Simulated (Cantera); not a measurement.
A perfectly stirred reactor is fed with CH4 : H2 = 0.032 : 1 (molar parts), at 100.0 Torr; it is held at 2175 K, and followed from long to short residence time.

Cantera simulation using GRI-Mech 3.0 (53 species, 325 reactions); the numbers are that mechanism's predictions, not measurements. GRI-Mech 3.0 stops at C3 and has no aromatics, soot or wall deposition, so with more carbon than oxygen in the feed, carbon stays in small species such as C2H2 where larger ones or solid carbon would form.

**Question.** Predict: x(CH4) at τ = 16.0 s; x(H2) at τ = 16.0 s; x(C2H) at τ = 16.0 s; x(C2H2) at τ = 16.0 s; x(CH4) at τ = 95.0 ms; x(H2) at τ = 95.0 ms; x(C2H) at τ = 95.0 ms; x(C2H6) at τ = 95.0 ms; x(C2H2) at τ = 95.0 ms.

**Answer.** 
```json
{
  "x(CH4) at τ = 16.0 s": "0.000144",
  "x(H2) at τ = 16.0 s": "0.972",
  "x(C2H) at τ = 16.0 s": "6.51e-6",
  "x(C2H2) at τ = 16.0 s": "0.0148",
  "x(CH4) at τ = 95.0 ms": "0.00162",
  "x(H2) at τ = 95.0 ms": "0.972",
  "x(C2H) at τ = 95.0 ms": "5.59e-6",
  "x(C2H6) at τ = 95.0 ms": "4.07e-8",
  "x(C2H2) at τ = 95.0 ms": "0.0140"
}
```
